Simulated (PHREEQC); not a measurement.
A column of 0.1 m (30 cells, dispersivity 0.0035 m, 60 s a shift, diffusion coefficient 3e-10 m²/s) holds 0.011 eq of the database's cation exchanger X per kg of pore water, first in equilibrium with 0.0089 mol/kgw ZnCl2, 0.0044 mol/kgw MgCl2 and 1e-05 mol/kgw HCl. It is flushed with 0.0041 mol CdCl2 and 1e-05 mol HCl per kg of water, at 25 °C. Values are for the last cell. No CO2 enters from the air. No solid was allowed to form.

Computed with PHREEQC (ion-association model, phreeqc.dat).

```json
[
 {"pore volumes": "0", "Cd in solution (mol/kgw)": "0", "Mg in solution (mol/kgw)": "0.00440", "Zn in solution (mol/kgw)": "0.00890"},
 {"pore volumes": "0.1833", "Cd in solution (mol/kgw)": "0", "Mg in solution (mol/kgw)": "0.00440", "Zn in solution (mol/kgw)": "0.00890"},
 {"pore volumes": "0.5167", "Cd in solution (mol/kgw)": "2.23e-6", "Mg in solution (mol/kgw)": "0.00438", "Zn in solution (mol/kgw)": "0.00885"},
 {"pore volumes": "0.6833", "Cd in solution (mol/kgw)": "4.03e-5", "Mg in solution (mol/kgw)": "0.00410", "Zn in solution (mol/kgw)": "0.00830"},
 {"pore volumes": "1.017", "Cd in solution (mol/kgw)": "0.000269", "Mg in solution (mol/kgw)": "0.00253", "Zn in solution (mol/kgw)": "0.00519"},
 {"pore volumes": "1.183", "Cd in solution (mol/kgw)": "0.000381", "Mg in solution (mol/kgw)": "0.00186", "Zn in solution (mol/kgw)": "0.00389"},
 {"pore volumes": "1.517", "Cd in solution (mol/kgw)": "0.000710", "Mg in solution (mol/kgw)": "0.00114", "Zn in solution (mol/kgw)": "0.00264"},
 {"pore volumes": "1.683", "Cd in solution (mol/kgw)": "0.000973", "Mg in solution (mol/kgw)": "0.000937", "Zn in solution (mol/kgw)": "0.00235"},
 {"pore volumes": "1.85", "Cd in solution (mol/kgw)": "0.00129", "Mg in solution (mol/kgw)": "0.000764", "Zn in solution (mol/kgw)": "0.00211"},
 {"pore volumes": "2.183", "Cd in solution (mol/kgw)": "0.00197", "Mg in solution (mol/kgw)": "0.000481", "Zn in solution (mol/kgw)": "0.00166"},
 {"pore volumes": "2.35", "Cd in solution (mol/kgw)": "0.00229", "Mg in solution (mol/kgw)": "0.000371", "Zn in solution (mol/kgw)": "0.00144"},
 {"pore volumes": "2.683", "Cd in solution (mol/kgw)": "0.00284", "Mg in solution (mol/kgw)": "0.000210", "Zn in solution (mol/kgw)": "0.00105"},
 {"pore volumes": "2.85", "Cd in solution (mol/kgw)": "0.00306", "Mg in solution (mol/kgw)": "0.000155", "Zn in solution (mol/kgw)": "0.000883"},
 {"pore volumes": "3.183", "Cd in solution (mol/kgw)": "0.00341", "Mg in solution (mol/kgw)": "8.19e-5", "Zn in solution (mol/kgw)": "0.000607"},
 {"pore volumes": "3.35", "Cd in solution (mol/kgw)": "0.00355", "Mg in solution (mol/kgw)": "5.87e-5", "Zn in solution (mol/kgw)": "0.000496"},
 {"pore volumes": "3.517", "Cd in solution (mol/kgw)": "0.00366", "Mg in solution (mol/kgw)": "4.18e-5", "Zn in solution (mol/kgw)": "0.000403"},
 {"pore volumes": "3.85", "Cd in solution (mol/kgw)": "0.00382", "Mg in solution (mol/kgw)": "2.07e-5", "Zn in solution (mol/kgw)": "0.000259"},
 {"pore volumes": "4.017", "Cd in solution (mol/kgw)": "0.00388", "Mg in solution (mol/kgw)": "1.45e-5", "Zn in solution (mol/kgw)": "0.000206"},
 {"pore volumes": "4.35", "Cd in solution (mol/kgw)": "0.00397", "Mg in solution (mol/kgw)": "6.93e-6", "Zn in solution (mol/kgw)": "0.000128"},
 {"pore volumes": "4.517", "Cd in solution (mol/kgw)": "0.00400", "Mg in solution (mol/kgw)": "4.76e-6", "Zn in solution (mol/kgw)": "9.98e-5"},
 {"pore volumes": "4.85", "Cd in solution (mol/kgw)": "0.00404", "Mg in solution (mol/kgw)": "2.21e-6", "Zn in solution (mol/kgw)": "5.99e-5"},
 {"pore volumes": "5.017", "Cd in solution (mol/kgw)": "0.00405", "Mg in solution (mol/kgw)": "1.50e-6", "Zn in solution (mol/kgw)": "4.61e-5"}
]
```
